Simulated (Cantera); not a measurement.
Feed: 1 mol Si, 2 mol Cl2, 0.5 mol H2, held at 800 K and 18800 Torr.

Cantera equilibrium calculation (NASA polynomials, part measured and part estimated; ideal gas, pure solids and liquids). Candidate condensed phases: Si; 19 gas species. Kinetics and transport are ignored.

Base state: SiCl4 0.653, H2 0.320, HCl 0.0138, SiHCl3 0.0137, SiH2Cl2 2.33e-5 (mole fractions); condensed: gas only.

Task: What changes in the equilibrium state with this change: Cl2 from 2 to 1 mol?

Result: 
```
species      before     after
----------  -------  --------
H2            0.320     0.404
SiCl4         0.653     0.353
SiHCl3       0.0137     0.230
SiH2Cl2     2.33e-5    0.0122
HCl          0.0138  0.000559
SiH3Cl      9.09e-9  0.000148
SiCl3       3.36e-6   5.02e-5
Si(s), mol        0     0.440
```
The tables' values for SiCl3 are old estimates; treat these amounts as uncertain.
